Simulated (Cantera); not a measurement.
Input: 1 mol HMDSO, 0.98 mol O3, 87 mol N2, equilibrated at 0.920 bar.

These are equilibrium values from Cantera (NASA tables, ideal gas, pure condensed phases), not measurements of a reactor. Candidate condensed phases: C, C6H6, C7H8, C8H18, H2O, Si, SiC, SiO2, Si2N2O, Si3N4; 151 gas species. The feed counts by its element totals alone. N2 is the only nitrogen source here; it is nearly inert below about 1500 K, so the nitride shown seldom forms there in practice. Mutual solubility and eutectic melting of coexisting phases are not modelled. The tables hold silica as quartz up to 1696 K and as liquid above; real silica turns to tridymite and cristobalite and melts near 1996 K. The numbers say what is thermodynamically allowed, not how fast it happens.

x: gas mole fraction; n: condensed amount in mol.

```tsv
T (K)	x N2	x H2	x CH4	x CO	n C(graphite)	n SiO2(α-quartz)	n Si2N2O(s)	n SiO2(β-quartz)	n SiC(s)
500	0.949	0.00451	0.0468	<1e-12	1.71	1.96	0.0200	0	0
650	0.934	0.0356	0.0304	3.49e-9	3.17	1.96	0.0200	0	0
800	0.913	0.0790	0.00771	1.80e-6	5.27	1.96	0.0202	0	0
950	0.907	0.0913	___	___	5.86	0	___	___	0
1100	0.904	0.0930	0.000286	0.00270	5.71	0	0.107	1.79	0
1250	0.881	0.0918	8.53e-5	0.0272	3.33	0	0.908	0.183	0
1400	0.878	0.0917	3.35e-5	0.0300	3.04	0	1.000	0	0
1550	0.878	0.0916	___	0.0300	3.02	0	1.000	0	0
1700	0.878	0.0913	8.40e-6	0.0300	2.95	0	0.998	0	0
1850	0.870	0.0891	3.53e-6	0.0389	0	0	0.00592	0	1.94
2000	0.869	0.0885	1.82e-6	0.0384	0	0	0	0	1.90
```

Problem. Fill in the missing entries.

Solution. 
- 1550, x CH4: 1.57e-5
- 950, x CH4: 0.00128
- 950, x CO: 0.000126
- 950, n Si2N2O(s): 0.0243
- 950, n SiO2(β-quartz): 1.95
